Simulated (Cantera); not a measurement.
Charge: 1 mol C₂F₆, a varied amount of H₂, at 2525 °C and 40.0 mbar.

Cantera equilibrium calculation (NASA polynomials, part measured and part estimated; ideal gas, pure solids and liquids). Candidate condensed phases: C, C₆H₆, C₇H₈, C₈H₁₈; 95 gas species. The feed counts by its element totals alone. Gases not in the tables: C₂F₆ and larger saturated fluorocarbons. Kinetics and transport are ignored.

### Question
At 0.98 mol H₂, list the 6 most abundant gas species with their mole fractions, and the condensed phases.

### Answer
F 0.449, HF 0.373, CF₂ 0.141, CF 0.0331, CF₃ 0.00109, C₃ 0.000770. Condensed: C(graphite).
